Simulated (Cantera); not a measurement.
Charge: 1 mol FeS, 0.13 mol H2S, 8 mol N2, at 1348 K and 0.100 bar.

These are equilibrium values from Cantera (NASA tables, ideal gas, pure condensed phases), not measurements of a reactor. Candidate condensed phases: Fe, FeS, FeS2, S; 16 gas species. FeS: taken at fixed stoichiometry. Equilibrium is a limit: real reactors are often held back by kinetics, nucleation or transport.

Base state: N2 0.978, H2 0.0131, S2 0.00653, H2S 0.00276, SH 7.65e-5 (mole fractions); condensed: FeS(s).

Question: What changes in the equilibrium state with this change: H2S from 0.13 to 0.45 mol?

Answer: 
```tsv
species	before	after
N2	0.978	0.929
H2	0.0131	0.0383
S2	0.00653	0.0191
H2S	0.00276	0.0138
SH	7.65e-5	0.000224
FeS(s), mol	1.00	1.00
```
